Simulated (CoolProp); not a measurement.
Aqueous potassium acetate as a coolant, at -7 °C, 1 atm.

Values from CoolProp's Melinder's fits for secondary coolants.

| mass % | freezing point (°C) | density (kg/m³) | Prandtl number | cp (kJ/(kg K)) | viscosity (mPa s) |
|---|---|---|---|---|---|
| 20.3 | -11.5 | 1111 | 27.0 | 3.462 | 3.84 |
| 25.1 | -16.3 | 1139 | 31.2 | 3.319 | 4.50 |
| 29.8 | -22.8 | 1167 | 36.8 | 3.181 | 5.40 |
| 34.6 | -31.2 | 1195 | 44.8 | 3.042 | 6.69 |
| 39.3 | -40.7 | 1223 | 55.7 | 2.910 | 8.46 |
| 44.1 | -50.4 | 1252 | 70.3 | 2.784 | 10.9 |
